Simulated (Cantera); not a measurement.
Input (Python, Cantera):

```python
import numpy as np
import cantera as ct

surf = ct.Interface("ptcombust.yaml", "Pt_surf")
gas = surf.adjacent["gas"]
gas.TPX = 300, 44000, {'CH4': 0.063, 'O2': 0.1, 'N2': 0.79}
jet = ct.ImpingingJet(gas=gas, width=0.04, surface=surf)
jet.inlet.mdot, jet.inlet.T, jet.inlet.X = 0.15, 300, {'CH4': 0.063, 'O2': 0.1, 'N2': 0.79}
jet.set_refine_criteria(ratio=10, slope=0.2, curve=0.3)
show, cover = ['CH4', 'O2', 'H2O', 'OH', 'CO', 'CO2'], ["PT(S)", "H(S)", "O(S)", "OH(S)", "CO(S)", "C(S)"]

rows = []
print(f"{'Ts/K':>7s}" + "".join(f"{s:>11s}" for s in show + cover) + "   (gas at the wall, coverages)")
for i, Ts in enumerate([900, 950, 1000, 1050, 1100, 1150, 1200]):
    jet.surface.T = Ts
    if i == 0:
        surf.TP = Ts, 44000
        surf.coverages = "PT(S):0.5, O(S):0.5"
        surf.advance_coverages(1.0)
        jet.set_initial_guess(products="inlet")
    jet.solve(loglevel=0, auto=(i == 0))
    rows.append([*(jet.X[gas.species_index(s), -1] for s in show), *surf[cover].coverages])
    print(f"{Ts:7g}" + "".join(f"{x:11.3e}" for x in rows[-1]))
```

It prints:

```
   Ts/K        CH4         O2        H2O         OH         CO        CO2      PT(S)       H(S)       O(S)      OH(S)      CO(S)       C(S)   (gas at the wall, coverages)
    900  1.049e-02  4.065e-03  1.021e-01  1.836e-10  3.439e-02  2.813e-02  3.540e-01  1.223e-04  4.594e-05  5.890e-05  6.403e-01  5.492e-03
    950  6.889e-03  2.790e-03  1.079e-01  3.199e-10  4.665e-02  1.804e-02  4.426e-01  3.722e-04  1.667e-05  3.212e-05  5.465e-01  1.040e-02
   1000  4.449e-03  1.911e-03  1.107e-01  5.556e-10  5.374e-02  1.265e-02  5.520e-01  9.729e-04  7.687e-06  2.031e-05  4.311e-01  1.586e-02
   1050  2.959e-03  1.355e-03  1.092e-01  1.200e-09  5.435e-02  1.373e-02  6.747e-01  1.767e-03  6.405e-06  1.727e-05  3.098e-01  1.369e-02
   1100  2.143e-03  1.041e-03  1.045e-01  2.984e-09  5.007e-02  1.971e-02  7.906e-01  2.346e-03  8.320e-06  1.796e-05  1.992e-01  7.745e-03
   1150  1.757e-03  8.955e-04  9.886e-02  7.573e-09  4.346e-02  2.764e-02  8.785e-01  2.630e-03  1.252e-05  1.968e-05  1.149e-01  3.906e-03
   1200  1.581e-03  8.342e-04  9.295e-02  1.841e-08  3.666e-02  3.565e-02  9.333e-01  2.696e-03  1.910e-05  2.137e-05  6.200e-02  1.971e-03
```

Cantera simulation using Deutschmann's 1995 Pt surface mechanism with GRI-Mech 3.0 gas chemistry; the numbers are that mechanism's predictions, not measurements. Catalytic surfaces can have several steady states; this one follows from the mechanism file's or the stated starting coverage.
